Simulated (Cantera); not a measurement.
A Cantera script and its output.

```python
import numpy as np
import cantera as ct

gas = ct.Solution("gri30.yaml")


def delay(T, t_max=10):
    gas.TPX = T, 101325, {'CH3OH': 1, 'O2': 1.5, 'N2': 5.64}
    reactor = ct.IdealGasConstPressureReactor(gas, clone=False)
    net = ct.ReactorNet([reactor])
    net.rtol, net.atol = 1e-8, 1e-16
    while net.time < t_max:
        t_old, T_old = net.time, reactor.T
        net.step()
        if reactor.T > T + 400:  # ignition: a rise of 400 K
            return t_old + (T + 400 - T_old) / (reactor.T - T_old) * (net.time - t_old)
    return np.nan


taus = []
for T in [1250, 1325, 1400, 1475, 1550, 1625, 1700, 1775]:
    taus.append(delay(T))
    print(f"T0 = {T:6g} K   tau = {taus[-1]:.4e} s")
```

Result:

```
T0 =   1250 K   tau = 4.3163e-03 s
T0 =   1325 K   tau = 1.5166e-03 s
T0 =   1400 K   tau = 6.1310e-04 s
T0 =   1475 K   tau = 2.8037e-04 s
T0 =   1550 K   tau = 1.4235e-04 s
T0 =   1625 K   tau = 7.8697e-05 s
T0 =   1700 K   tau = 4.6547e-05 s
T0 =   1775 K   tau = 2.9074e-05 s
```

Cantera simulation using GRI-Mech 3.0 (53 species, 325 reactions); the numbers are that mechanism's predictions, not measurements. GRI-Mech 3.0 was tuned for natural gas; its chemistry of methanol as a main component is partial and can be far from experiment.
